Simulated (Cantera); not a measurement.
Cantera run, input and output.

```python
import numpy as np
import cantera as ct

gas = ct.Solution("h2o2.yaml")
gas.TPX = 1150, 800, {'H2': 0.14, 'O2': 1}
reactor = ct.IdealGasConstPressureReactor(gas, energy="off", clone=False)
net = ct.ReactorNet([reactor])
net.rtol, net.atol = 1e-08, 1e-18
show = ['H2', 'O2', 'HO2', 'O', 'H2O2', 'OH', 'H2O']
times = np.geomspace(8e-06, 60, 14)

steps = ct.SolutionArray(gas, extra=["t"])
rows = []
print(f"{'t/s':>10s}{'T/K':>9s}{'P/Pa':>11s}" + "".join(f"{s:>11s}" for s in show))
for t in times:
    while net.time < t:
        t_next = net.step()
        steps.append(gas.state, t=t_next)
    rows.append([np.interp(t, steps.t, y) for y in (steps.T, steps.P, *steps(*show).X.T)])
    print(f"{t:10.3e}{rows[-1][0]:9.1f}{rows[-1][1]:11.4g}" + "".join(f"{x:11.3e}" for x in rows[-1][2:]))
rate = np.gradient(steps.T, steps.t)
print("integrator steps:", len(steps.t))
if steps.T.max() > steps.T[0] + 200:
    print(f"time of steepest temperature rise: {steps.t[rate.argmax()]:.4e} s")
gas.TPX = 1150, 800, {'H2': 0.14, 'O2': 1}
gas.equilibrate("TP")
print(f"equilibrium (TP): T = {gas.T:.1f} K  " + "  ".join(f"{s} {gas[s].X[0]:.3e}" for s in show))
```

Result:

```
       t/s      T/K       P/Pa         H2         O2        HO2          O       H2O2         OH        H2O
 8.000e-06   1150.0        800  1.228e-01  8.772e-01  1.769e-10  6.802e-12  2.691e-15  6.602e-12  3.734e-13
 2.704e-05   1150.0        800  1.228e-01  8.772e-01  5.980e-10  7.158e-11  3.063e-14  6.506e-11  1.278e-11
 9.137e-05   1150.0        800  1.228e-01  8.772e-01  2.022e-09  6.852e-10  3.497e-13  5.232e-10  3.701e-10
 3.088e-04   1150.0        800  1.228e-01  8.772e-01  6.850e-09  7.560e-09  3.993e-12  4.608e-09  1.006e-08
 1.044e-03   1150.0        800  1.228e-01  8.772e-01  2.584e-08  6.865e-07  4.701e-11  3.946e-07  1.392e-06
 3.527e-03   1150.0        800  2.144e-02  8.161e-01  4.348e-06  3.701e-02  2.582e-07  9.112e-03  7.753e-02
 1.192e-02   1150.0        800  3.429e-03  8.111e-01  4.488e-06  4.777e-02  1.148e-07  5.488e-03  1.047e-01
 4.028e-02   1150.0        800  1.906e-03  8.404e-01  4.388e-06  2.443e-02  1.404e-07  4.141e-03  1.189e-01
 1.361e-01   1150.0        800  3.652e-04  8.638e-01  2.805e-06  4.480e-03  1.355e-07  1.817e-03  1.287e-01
 4.600e-01   1150.0        800  3.311e-05  8.685e-01  7.411e-07  4.071e-04  6.462e-08  5.497e-04  1.305e-01
 1.555e+00   1150.0        800  3.624e-06  8.690e-01  1.279e-07  4.524e-05  2.105e-08  1.837e-04  1.307e-01
 5.254e+00   1150.0        800  5.839e-07  8.691e-01  2.538e-08  7.392e-06  6.422e-09  7.428e-05  1.308e-01
 1.775e+01   1150.0        800  1.232e-07  8.691e-01  7.362e-09  1.574e-06  1.943e-09  3.427e-05  1.308e-01
 6.000e+01   1150.0        800  3.084e-08  8.692e-01  4.885e-09  3.961e-07  5.984e-10  1.719e-05  1.308e-01
integrator steps: 2163
equilibrium (TP): T = 1150.0 K  H2 6.785e-09  O2 8.692e-01  HO2 7.452e-09  O 8.720e-08  H2O2 1.639e-10  OH 8.062e-06  H2O 1.308e-01
```

Model: the H2/O2 subset of GRI-Mech 3.0, which has no nitrogen chemistry, integrated in Cantera. Radical loss at walls, strong at low pressure, is not modelled. The temperature is held fixed by assumption; the heat of reaction is taken as removed at once.
